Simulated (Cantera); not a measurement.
Cantera run, input and output.

```python
import numpy as np
import cantera as ct

gas = ct.Solution("gri30.yaml")
gas.TPX = 1648, 13332, {'C2H6': 1, 'N2': 43}
reactor = ct.IdealGasConstPressureReactor(gas, energy="off", clone=False)
net = ct.ReactorNet([reactor])
net.rtol, net.atol = 1e-08, 1e-18
show = ['C2H6', 'C2H2', 'CH4', 'CH3', 'H2', 'HCN', 'C2H']
times = np.geomspace(0.0004, 1, 10)

steps = ct.SolutionArray(gas, extra=["t"])
rows = []
print(f"{'t/s':>10s}{'T/K':>9s}{'P/Pa':>11s}" + "".join(f"{s:>11s}" for s in show))
for t in times:
    while net.time < t:
        t_next = net.step()
        steps.append(gas.state, t=t_next)
    rows.append([np.interp(t, steps.t, y) for y in (steps.T, steps.P, *steps(*show).X.T)])
    print(f"{t:10.3e}{rows[-1][0]:9.1f}{rows[-1][1]:11.4g}" + "".join(f"{x:11.3e}" for x in rows[-1][2:]))
rate = np.gradient(steps.T, steps.t)
print("integrator steps:", len(steps.t))
if steps.T.max() > steps.T[0] + 200:
    print(f"time of steepest temperature rise: {steps.t[rate.argmax()]:.4e} s")
gas.TPX = 1648, 13332, {'C2H6': 1, 'N2': 43}
gas.equilibrate("TP")
print(f"equilibrium (TP): T = {gas.T:.1f} K  " + "  ".join(f"{s} {gas[s].X[0]:.3e}" for s in show))
```

Result:

```
       t/s      T/K       P/Pa       C2H6       C2H2        CH4        CH3         H2        HCN        C2H
 4.000e-04   1648.0  1.333e+04  2.412e-03  4.768e-03  4.393e-03  3.323e-03  1.830e-02  4.344e-06  4.847e-07
 9.541e-04   1648.0  1.333e+04  1.594e-04  1.213e-02  5.381e-03  1.023e-03  2.797e-02  6.558e-06  5.201e-07
 2.276e-03   1648.0  1.333e+04  2.268e-05  1.637e-02  5.219e-03  4.064e-04  3.278e-02  7.134e-06  2.870e-07
 5.429e-03   1648.0  1.333e+04  6.899e-06  1.836e-02  5.034e-03  2.094e-04  3.505e-02  7.290e-06  1.679e-07
 1.295e-02   1648.0  1.333e+04  2.842e-06  1.916e-02  4.848e-03  1.282e-04  3.607e-02  7.361e-06  1.101e-07
 3.089e-02   1648.0  1.333e+04  1.683e-06  1.944e-02  4.601e-03  9.685e-05  3.661e-02  7.419e-06  8.848e-08
 7.368e-02   1648.0  1.333e+04  1.298e-06  1.967e-02  4.156e-03  8.504e-05  3.729e-02  7.513e-06  8.684e-08
 1.758e-01   1648.0  1.333e+04  8.760e-07  2.007e-02  3.362e-03  7.025e-05  3.846e-02  7.710e-06  9.020e-08
 4.192e-01   1648.0  1.333e+04  4.187e-07  2.061e-02  2.262e-03  4.899e-05  4.010e-02  8.092e-06  9.569e-08
 1.000e+00   1648.0  1.333e+04  1.302e-07  2.113e-02  1.221e-03  2.758e-05  4.164e-02  8.703e-06  1.020e-07
integrator steps: 1096
equilibrium (TP): T = 1648.0 K  C2H6 3.263e-11  C2H2 4.284e-03  CH4 1.568e-05  CH3 3.752e-07  H2 4.343e-02  HCN 3.489e-02  C2H 2.181e-08
```

Cantera simulation using GRI-Mech 3.0 (53 species, 325 reactions); the numbers are that mechanism's predictions, not measurements. GRI-Mech 3.0 stops at C3 and has no aromatics, soot or wall deposition, so with more carbon than oxygen in the feed, carbon stays in small species such as C2H2 where larger ones or solid carbon would form.
